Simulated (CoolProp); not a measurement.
Vapour pressure (MPa) of dodecamethylcyclohexasiloxane (D6): the reference equation beside estimates from Tc = 645.8 K, pc = 0.9614 MPa, ω = 0.736.

Values from CoolProp's reference Helmholtz-energy equation of state, Colonna 2008. It is a short technical equation, of lower accuracy than the large ones.

```json
[
 {"T (K)": "323.9", "reference": "2.989e-5", "Lee-Kesler": "3.290e-5", "Redlich-Kwong": "0.002268", "Peng-Robinson": "4.103e-5"},
 {"T (K)": "362.6", "reference": "0.0003901", "Lee-Kesler": "0.0003996", "Redlich-Kwong": "0.009469", "Peng-Robinson": "0.0004621"},
 {"T (K)": "401.4", "reference": "0.002702", "Lee-Kesler": "0.002701", "Redlich-Kwong": "0.02827", "Peng-Robinson": "0.002962"},
 {"T (K)": "440.1", "reference": "0.01195", "Lee-Kesler": "0.01193", "Redlich-Kwong": "0.06680", "Peng-Robinson": "0.01262"},
 {"T (K)": "478.8", "reference": "0.03863", "Lee-Kesler": "0.03884", "Redlich-Kwong": "0.1342", "Peng-Robinson": "0.04023"},
 {"T (K)": "517.6", "reference": "0.1002", "Lee-Kesler": "0.1014", "Redlich-Kwong": "0.2397", "Peng-Robinson": "0.1039"},
 {"T (K)": "556.3", "reference": "0.2211", "Lee-Kesler": "0.2242", "Redlich-Kwong": "0.3914", "Peng-Robinson": "0.2292"},
 {"T (K)": "595.1", "reference": "0.4376", "Lee-Kesler": "0.4423", "Redlich-Kwong": "0.5979", "Peng-Robinson": "0.4510"}
]
```

Absolute difference from the reference over all 8 rows, mean and median: Lee-Kesler 2.1 and 1.1 %, Redlich-Kwong 1465.1 and 353.2 %, Peng-Robinson 10.7 and 4.9 %.
